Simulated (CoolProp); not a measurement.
Vapour-liquid equilibrium of carbon dioxide (1) + ethane (2) at -38.05 °C; x and y are mole fractions of (1).

Computed with CoolProp (multi-fluid Helmholtz-energy mixture model, Span 1996 and Bücker 2006; pair parameters Kunz 2012).

```
x     bubble pressure (kPa)  y at the bubble point  dew pressure at overall composition x (kPa)  liquid density (mol/L)
----  ---------------------  ---------------------  -------------------------------------------  ----------------------
0.05                  918.0                  0.126                                        862.2                   15.92
0.2                    1126                  0.361                                        978.0                   16.55
0.35                   1251                  0.492                                         1115                   17.35
0.5                    1314                  0.578                                         1258                   18.42
0.65                   1332                  0.647                                         1332                   19.85
0.8                    1306                  0.726                                         1252                   21.74
0.95                   1177                  0.887                                         1121                   24.22
```

y crosses x between x = 0.5 and 0.65: the model has an azeotrope there.

The pair parameters rest on a limited set of measurements; away from them the model extrapolates.
